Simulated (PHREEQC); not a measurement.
1 kg of water holding 0.0056 mol/kgw KCl, 0.0068 mol/kgw K2SO4, 0.0047 mol/kgw KHCO3 and 0.21 mol/kgw K2CO3 is evaporated at 15 °C; the solids stay in contact with the brine. No CO2 enters from the air. Solids allowed: Arcanite, Kalicinite, Misenite, Sylvite. Others were left out.

Equilibrium calculation in PHREEQC: Pitzer model, pitzer.dat.

Predict ionic strength, water activity at water left (kg) = 0.6755, 0.2082, 0.1407, 0.1156, 0.05278.


```json
[
 {"water left (kg)": "0.6755", "ionic strength": "0.976", "water activity": "0.986"},
 {"water left (kg)": "0.2082", "ionic strength": "3.17", "water activity": "0.955"},
 {"water left (kg)": "0.1407", "ionic strength": "4.70", "water activity": "0.931"},
 {"water left (kg)": "0.1156", "ionic strength": "5.71", "water activity": "0.913"},
 {"water left (kg)": "0.05278", "ionic strength": "12.2", "water activity": "0.775"}
]
```
